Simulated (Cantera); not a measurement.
Source: NASA polynomial tables (part measured, part estimated), evaluated in Cantera. Values are per mole of reaction as written; species without (g) are pure solids or liquids, kept so even where they would boil at 1 bar.

Task: Between 575 and 1925 K, where is each reaction favourable under standard conditions?
- CS2(g) + 2 Pb ⇌ 2 PbS + C

Result: 
- CS2(g) + 2 Pb ⇌ 2 PbS + C: ΔG° is -211 kJ at 575 K and 15 kJ at 1925 K; it changes sign between 1775 and 1925 K. ΔH° is -250 kJ and ΔS° -138 J/K at 1925 K.
